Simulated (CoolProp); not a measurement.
A simple Rankine cycle with R1224YDZ: condensing at 291.15 K, boiler at 2.44 MPa, turbine inlet 416 K, turbine efficiency 0.75, pump efficiency 0.8, no recuperator. Each further row changes one setting.

Values from CoolProp's reference Helmholtz-energy equation of state, Akasaka 2023.

```csv
case,thermal efficiency (%),net work (kJ/kg),heat in (kJ/kg),turbine exit temperature (K),volume ratio over the turbine
as stated,15.4,37.0,239,333.2,27.8
turbine inlet 436 K,15.6,41.7,267,360.3,24.5
condensing temperature 283.15 K,16.5,40.9,248,327.7,37.6
boiler pressure 1.71 MPa,14.4,36.8,256,352.7,16.3
turbine efficiency 0.65,13.3,31.8,239,339.3,28.4
```
